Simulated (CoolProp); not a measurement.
R1234ze(E) along the isotherm 398 K: density (kg/m³) from the reference equation and from simpler models built on Tc = 382.5 K, pc = 3.635 MPa, ω = 0.313; each cubic takes its own stable root.

The numbers come from the reference Helmholtz-energy equation of state, Thol 2016 in CoolProp.

| p (MPa) | phase | reference |
|---|---|---|
| 0.151 | gas | 5.272 |
| 0.303 | gas | 10.72 |
| 0.454 | gas | 16.29 |
| 0.606 | gas | 22.05 |
| 0.757 | gas | 27.94 |
| 0.909 | gas | 34.06 |
| 1.06 | gas | 40.34 |
| 1.21 | gas | 46.78 |
| 1.36 | gas | 53.46 |
| 1.51 | gas | 60.37 |
| 1.67 | gas | 68.04 |
| 1.82 | gas | 75.54 |

### Question
How far does each simpler model (ideal gas, Redlich-Kwong, Soave-Redlich-Kwong, Peng-Robinson) lie from the reference over these 12 states: mean and median of the absolute difference, and the worst?

### Answer
- ideal gas: mean 8.9 %, median 8.7 %, worst -17.0 % at 398 K and 1.82 MPa
- Redlich-Kwong: mean 0.0 %, median 0.1 %, worst -0.1 % at 398 K and 1.06 MPa
- Soave-Redlich-Kwong: mean 0.3 %, median 0.3 %, worst -0.6 % at 398 K and 1.82 MPa
- Peng-Robinson: mean 0.7 %, median 0.7 %, worst +1.4 % at 398 K and 1.82 MPa
